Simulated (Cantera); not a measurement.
# Equilibrium for silicon oxide and oxynitride deposition: HMDSO + O₂ + N₂ + NO

A closed system holds: 1 mol HMDSO, 0.094 mol O₂, 41 mol N₂, 0.41 mol NO, equilibrated at 100 Torr.

Cantera equilibrium calculation (NASA polynomials, part measured and part estimated; ideal gas, pure solids and liquids). Candidate condensed phases: C, C₆H₆, C₇H₈, C₈H₁₈, H₂O, Si, SiC, SiO₂, Si₂N₂O, Si₃N₄; 151 gas species. The feed counts by its element totals alone. Mutual solubility and eutectic melting of coexisting phases are not modelled. Equilibrium is a limit: real reactors are often held back by kinetics, nucleation or transport.

| T (°C) | x N₂ | x H₂ | x CO | x CH₄ | x HCN | x H | n C(graphite) | n SiO₂(α-quartz) | n Si₂N₂O(s) | n SiO₂(β-quartz) | n SiC(s) |
|---|---|---|---|---|---|---|---|---|---|---|---|
| 525 | 0.822 | 0.172 | 5.90e-6 | 0.00549 | 3.35e-8 | 3.03e-12 | 5.73 | 0.398 | 0.801 | 0 | 0 |
| 625 | 0.819 | 0.180 | 0.000119 | 0.00138 | 3.22e-7 | 1.27e-10 | 5.93 | 0 | 0.803 | 0.395 | 0 |
| 725 | 0.817 | 0.181 | 0.00130 | 0.000427 | 1.93e-6 | 2.51e-9 | 5.91 | 0 | 0.822 | 0.355 | 0 |
| 825 | 0.810 | 0.181 | 0.00910 | 0.000159 | 8.28e-6 | 2.88e-8 | 5.54 | 0 | 0.952 | 0.0965 | 0 |
| 925 | 0.807 | 0.181 | 0.0120 | 6.97e-5 | 2.78e-5 | 2.21e-7 | 5.40 | 0 | 1.00 | 0 | 0 |
| 1025 | 0.807 | 0.181 | 0.0120 | 3.46e-5 | 7.76e-5 | 1.25e-6 | 5.40 | 0 | 1.00 | 0 | 0 |
| 1125 | 0.807 | 0.181 | 0.0120 | 1.90e-5 | 0.000186 | 5.51e-6 | 5.39 | 0 | 1.000 | 0 | 0 |
| 1225 | 0.807 | 0.180 | 0.0120 | 1.13e-5 | 0.000398 | 2.00e-5 | 5.38 | 0 | 1.000 | 0 | 0 |
| 1325 | 0.807 | 0.180 | 0.0120 | 7.13e-6 | 0.000771 | 6.19e-5 | 5.36 | 0 | 0.999 | 0 | 0 |
| 1425 | 0.795 | 0.173 | 0.0307 | 4.40e-6 | 0.00134 | 0.000165 | 2.34 | 0 | 0 | 0 | 1.99 |
x: gas mole fraction; n: condensed amount in mol.

At 525 °C the condensed part is C(graphite) + SiO₂(α-quartz) + Si₂N₂O(s). From 625 °C to 825 °C the condensed part is C(graphite) + SiO₂(β-quartz) + Si₂N₂O(s). From 925 °C to 1325 °C the condensed part is C(graphite) + Si₂N₂O(s). At 1425 °C the condensed part is C(graphite) + SiC(s).
